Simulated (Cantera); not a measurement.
## Cu + CO2 + CO (metals in furnace atmospheres)

Charge: 1 mol Cu, 13 mol CO2, 0.64 mol CO, held at 1500 K and 8000 Pa.

Equilibrium computed with Cantera from the NASA thermochemical tables; the gas is ideal and each condensed phase is pure. Candidate condensed phases: C, Cu, CuO, Cu2O; 15 gas species. Rates play no part.

```yaml
x(CO2): 0.953
x(CO): 0.0469
x(Cu): 0.000103
n(Cu(l)): 0.999 mol
gas_amount: 13.64 mol
log10 activity of C(graphite) (absent): -6.91
```
